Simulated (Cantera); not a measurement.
Input: 1 mol Cu₂O, 0.34 mol H₂, 57 mol N₂, held at 0.0330 bar.

Method: chemical equilibrium by Gibbs-energy minimisation in Cantera with the NASA 1993 tables (ideal gas, pure condensed phases). Candidate condensed phases: Cu, CuO, Cu(OH)₂, Cu₂O, H₂O; 27 gas species. Mutual solubility and eutectic melting of coexisting phases are not modelled. Rates play no part.

log p: log10 of the partial pressure in bar; n: condensed amount in mol.

```csv
T (K),log p N₂,log p Cu,log p H₂O,log p O₂,n Cu(s),n Cu₂O(s),n Cu(l)
1173,-1.48,-8.24,-3.71,?,0.680,0.660,0
1323,-1.48,-6.57,-3.71,?,0.694,0.653,0
1473,-1.48,-5.29,-3.71,?,0,0.455,1.08
1623,-1.49,-4.26,-3.71,-3.74,0,0,1.90
1773,-1.49,-3.40,-3.72,-3.76,0,0,1.30
1923,-1.50,-2.96,-3.74,-3.79,0,0,0
2073,-1.50,-2.96,-3.77,-3.82,0,0,0
```

Problem. Fill in the missing entries.

Solution. 
- 1173, log p O₂: -7.40
- 1323, log p O₂: -5.73
- 1473, log p O₂: -4.24
